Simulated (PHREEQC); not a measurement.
Make-up at 83 °C: 36 mmol/kgw Cu(NO3)2, 4.5 mmol/kgw HNO3 and 0.034 mmol/kgw H3BO3. Closed to the air; pH follows from the charge balance.

Model: ion-association model, wateq4f.dat, run in PHREEQC.

Each row changes one thing in this solution. This is a speciation only: nothing precipitates in the calculation.

```
case                                     pH  ionic strength (mol/kgw)  Cu2(OH)2+2 (mol/kgw)  CuOH+ (mol/kgw)  SI of Tenorite (CuO)  SI of Cu(OH)2 (Cu(OH)2)
-------------------------------------  ----  ------------------------  --------------------  ---------------  --------------------  -----------------------
as made                                2.44                     0.113               2.05e-7          4.69e-8                 -2.82                    -3.84
0.07 mol/kgw ZnCl2 added               2.46                       ___                   ___          2.35e-8                 -3.14                    -4.16
H3BO3 from 3.4e-05 to 5.1e-05 mol/kgw  2.44                     0.113               2.05e-7          4.69e-8                 -2.82                    -3.84
HNO3 from 0.0045 to 0.0225 mol/kgw     1.75                       ___               7.95e-9          9.16e-9                 -4.23                    -5.25
diluted 10-fold with water             3.39                    0.0112               2.77e-7              ___                 -1.66                    -2.68
```

Problem. Fill in the missing entries.

Solution. 
- 0.07 mol/kgw ZnCl2 added, ionic strength (mol/kgw): 0.235
- 0.07 mol/kgw ZnCl2 added, Cu2(OH)2+2 (mol/kgw): 5.36e-8
- HNO3 from 0.0045 to 0.0225 mol/kgw, ionic strength (mol/kgw): 0.131
- diluted 10-fold with water, CuOH+ (mol/kgw): 6.32e-8

Away from 25 °C the constants follow the database's enthalpies or fits; those with neither stay at their 25 °C values.
